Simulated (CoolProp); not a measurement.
Vapour pressure (MPa) of c-C4F8 (RC318): the reference equation beside estimates from Tc = 115.2 °C, pc = 2.778 MPa, ω = 0.355.

Computed with CoolProp (reference Helmholtz-energy equation of state, Platzer 1990). This equation is an older, rougher fit; its heat capacities, sound speeds and derivatives of the liquid may be far off and weren't checked against measurements.

| T (°C) | reference | Redlich-Kwong | Peng-Robinson |
|---|---|---|---|
| 5.75 | 0.1607 | 0.3003 | 0.1600 |
| 14.85 | 0.2229 | 0.3880 | 0.2215 |
| 23.95 | 0.3022 | 0.4925 | 0.3000 |
| 33.05 | 0.4011 | 0.6152 | 0.3982 |
| 42.15 | 0.5227 | 0.7577 | 0.5194 |
| 51.35 | 0.6718 | 0.9232 | 0.6686 |
| 60.45 | 0.8485 | 1.110 | 0.8462 |
| 69.55 | 1.058 | 1.320 | 1.057 |
| 78.65 | 1.304 | 1.555 | 1.306 |
| 87.75 | 1.590 | 1.817 | 1.597 |

Absolute difference from the reference over all 10 rows, mean and median: Redlich-Kwong 44.9 and 41.2 %, Peng-Robinson 0.5 and 0.5 %.
